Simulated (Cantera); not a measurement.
Reactions in the system H-Ni-S

Cantera with NASA thermochemical tables; ideal gases at 1 bar, condensed phases pure. Values are per mole of reaction as written; species without (g) are pure solids or liquids, kept so even where they would boil at 1 bar.

4 H₂S(g) + 3 Ni → Ni₃S₄ + 4 H₂(g)

| T (K) | ΔH° (kJ) | ΔS° (J/K) | ΔG° (kJ) | log10 K |
|---|---|---|---|---|
| 300 | -219.0 | -203.1 | -158.1 | 27.52 |
| 448 | -209.0 | -176.1 | -130.1 | 15.17 |
| 473 | -207.3 | -172.3 | -125.8 | 13.89 |
| 498 | -205.5 | -168.7 | -121.5 | 12.74 |
| 523 | -203.7 | -165.2 | -117.3 | 11.72 |
| 548 | -202.0 | -162.0 | -113.2 | 10.79 |
| 573 | -200.3 | -159.0 | -109.2 | 9.96 |
| 598 | -198.7 | -156.2 | -105.3 | 9.20 |
